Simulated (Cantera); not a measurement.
Input: 1 mol CH3SiCl3, 0.059 mol C2H4, 83 mol H2, held at 15.0 Torr.

These are equilibrium values from Cantera (NASA tables, ideal gas, pure condensed phases), not measurements of a reactor. Candidate condensed phases: C, C6H6, C7H8, C8H18, Si, SiC; 109 gas species. The feed counts by its element totals alone. The tables' values for SiCl are old estimates; treat these amounts as uncertain. Gases not in the tables: Si2H6 and higher silanes. Equilibrium is a limit: real reactors are often held back by kinetics, nucleation or transport.

log p: log10 of the partial pressure in bar; n: condensed amount in mol.

```csv
T (K),log p H2,log p H,log p HCl,log p Si,log p Cl,log p C2H2 (acetylene),n C(graphite),n SiC(s)
1423,-1.71,-6.03,-3.16,[?],-7.56,-7.18,0.113,0.998
1573,-1.71,-5.25,-3.16,[?],-6.79,-6.40,0.115,0.996
1723,-1.71,-4.60,-3.16,[?],-6.15,-5.76,0.108,0.994
1873,-1.72,-4.05,-3.16,[?],-5.61,-5.22,0.0770,0.988
2023,-1.72,-3.58,-3.17,[?],-5.16,-4.77,0.00249,0.965
2173,-1.73,-3.18,-3.18,[?],-4.77,-4.48,0,0.797
2323,-1.75,-2.84,-3.21,-3.81,-4.44,-4.07,0.0771,0
2473,-1.79,-2.55,-3.25,-3.77,-4.16,-4.04,0,0
2623,-1.85,-2.30,-3.32,-3.77,-3.93,-4.07,0,0
```

Task: What belongs in the gaps?

Result: 
- 1423, log p Si: -11.09
- 1573, log p Si: -9.28
- 1723, log p Si: -7.79
- 1873, log p Si: -6.53
- 2023, log p Si: -5.47
- 2173, log p Si: -4.51
